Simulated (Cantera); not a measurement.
**Dilute partial oxidation**

An isothermal, constant-pressure homogeneous reactor starts with CH₄ : O₂ : N₂ = 0.0027 : 0.008 : 1 (molar parts), at 1050 K and 1.01 bar.

Computed with Cantera and GRI-Mech 3.0 (53 species, 325 reactions).

```tsv
t (s)	x CH₄	x O₂	x HCO	x CO₂	x H	x C₂H₂	x NO
0.000100	0.00267	0.00792	<1e-12	<1e-12	<1e-12	<1e-12	<1e-12
0.000430	0.00267	0.00792	<1e-12	<1e-12	<1e-12	<1e-12	<1e-12
0.00185	0.00267	0.00792	<1e-12	<1e-12	<1e-12	<1e-12	<1e-12
0.00794	0.00267	0.00792	<1e-12	<1e-12	<1e-12	<1e-12	<1e-12
0.0341	0.00267	0.00792	<1e-12	<1e-12	<1e-12	<1e-12	<1e-12
0.147	0.00267	0.00792	<1e-12	<1e-12	2.69e-12	<1e-12	<1e-12
0.630	0.00267	0.00792	<1e-12	4.34e-11	7.84e-12	<1e-12	<1e-12
2.71	0.00267	0.00791	<1e-12	6.14e-10	2.57e-11	2.36e-12	<1e-12
11.6	0.00259	0.00786	5.08e-12	1.32e-7	6.02e-10	3.06e-9	<1e-12
50.0	<1e-12	0.00257	<1e-12	0.00267	<1e-12	<1e-12	8.77e-9
```
x: mole fraction; the columns are a selection and need not sum to one.

Equilibrium at this temperature and pressure: CH₄ <1e-12, O₂ 0.00257, HCO <1e-12, CO₂ 0.00267, H <1e-12, C₂H₂ <1e-12, NO 6.58e-6 (gas phase only).
